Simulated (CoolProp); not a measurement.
Vapour-liquid equilibrium of R227EA (1) + n-butane (2) at 242.5 K; x and y are mole fractions of (1).

The numbers come from the multi-fluid Helmholtz-energy mixture model, Lemmon 2016 and Bücker 2006; pair parameters Bell 2016 in CoolProp.

| x | bubble pressure (MPa) | y at the bubble point | dew pressure at overall composition x (MPa) | liquid density (mol/L) |
|---|---|---|---|---|
| 0.05 | 0.04312 | 0.390 | 0.02868 | 10.76 |
| 0.15 | 0.05843 | 0.575 | 0.03185 | 10.54 |
| 0.25 | 0.06333 | 0.621 | 0.03578 | 10.33 |
| 0.35 | 0.06451 | ? | 0.04077 | 10.14 |
| 0.45 | 0.06468 | ? | 0.04727 | ? |
| 0.55 | ? | 0.639 | 0.05589 | 9.814 |
| 0.65 | 0.06488 | 0.649 | 0.06488 | 9.683 |
| 0.75 | 0.06451 | 0.678 | ? | 9.572 |
| 0.85 | 0.06257 | 0.740 | 0.05816 | 9.478 |
| 0.95 | ? | 0.874 | 0.05415 | 9.401 |

**Question.** Fill in the missing entries.

**Answer.** 
- 0.35, y at the bubble point: 0.633
- 0.45, y at the bubble point: 0.636
- 0.45, liquid density (mol/L): 9.965
- 0.55, bubble pressure (MPa): 0.06477
- 0.75, dew pressure at overall composition x (MPa): 0.06219
- 0.95, bubble pressure (MPa): 0.05716

y crosses x between x = 0.55 and 0.65: the model has an azeotrope there.

Pair parameters are fitted to limited data, so mixtures are less certain than the pure fluids. With so large a gap from Raoult's law the liquid may split in two, which this calculation doesn't test in full.
